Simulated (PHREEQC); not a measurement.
Reverse-osmosis reject: an equilibrium model

A made-up water analysis in mg/kgw, 25 °C, pH 7.47: Na 2430; K 127; Ca 122; Mg 161; Cl 3830; S(6) as SO4 779; Alkalinity as HCO3 0.0488.

Valence states are taken as typed.

Equilibrium calculation in PHREEQC: Pitzer model, pitzer.dat.

Precipitation was switched off in this run.

What specific conductance, charge-balance error does the model give?

specific conductance 12700 µS/cm; charge-balance error 1.6 %.

In which forms is C present?

HCO3- 94 %, CO2 5.6 % of the C.
